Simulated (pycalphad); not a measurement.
# Effect of B content in Hf-B

Computed with pycalphad from the COST 507 light-alloy database (1999), at 1 atm. These are 1990s assessments: newer ones move some temperatures and phases. Phase fractions are per mole of atoms. Diffusion is slow at the low end, where real alloys seldom reach equilibrium.

Problem. One of these alloys has its liquidus at 2143 °C, its solidus at 1881 °C, and holds HCP_A3 0.90, BM 0.10 at 427 °C. Which?
A) Hf-0.01883B (wt.%)
B) Hf-0.03716B (wt.%)
C) Hf-0.3098B (wt.%)
D) Hf-0.2296B (wt.%)

Solution. C, Hf-0.3098B (wt.%). The others: Hf-0.01883B (wt.%), liquidus 2227, solidus 2116; Hf-0.03716B (wt.%), liquidus 2222, solidus 2002; Hf-0.2296B (wt.%), liquidus 2166, solidus 1881

Database names, with the compositions (at.%) that they take in these runs: BM: Hf 50 B 50. HCP_A3 is hcp.
